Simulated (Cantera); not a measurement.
An adiabatic, constant-volume homogeneous reactor starts with C₂H₄ : O₂ : N₂ : H₂O = 1 : 1.36 : 12.4 : 0.91 (molar parts), equivalence ratio 2.2, at 1325 K and 630000 Pa.

Computed with Cantera and GRI-Mech 3.0 (53 species, 325 reactions). GRI-Mech 3.0 was tuned for natural gas; its chemistry of ethylene as a main component is partial and can be far from experiment.

One state of this run: T (K) = 2271; P (bar) = 11.9; x C₂H₄ = <1e-12; x O₂ = 1.99e-7; x H₂O = 0.0782; x HCO = 1.77e-7; x HO₂ = 3.72e-10; x CH₂ = 2.18e-12; x C₂H = <1e-12. x: mole fraction; the columns are a selection and need not sum to one.

Q: Which value of t (s) does it belong to?
A. 5.00e-6
B. 1.95e-5
C. 4.00
D. 0.000295

A: C, 4.00
